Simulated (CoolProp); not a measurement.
Vapour-liquid equilibrium of R152A (1) + R227EA (2) at 0.00456 MPa; x and y are mole fractions of (1).

Values from CoolProp's multi-fluid Helmholtz-energy mixture model, Outcalt 1996 and Lemmon 2016; pair parameters Bell 2016.

Give the bubble temperature and the first vapour's composition at x = 0.35, 0.8, 0.95. Is there an azeotrope?

x = 0.35: 200.1 K, y = 0.498; x = 0.8: 197.0 K, y = 0.868; x = 0.95: 196.3 K, y = 0.964. No azeotrope shows between x = 0.05 and 0.95.

The pair parameters rest on a limited set of measurements; away from them the model extrapolates. The gap from Raoult's law changes sign with composition, which may be real or a fault of the pair parameters; it wasn't checked against measurements.
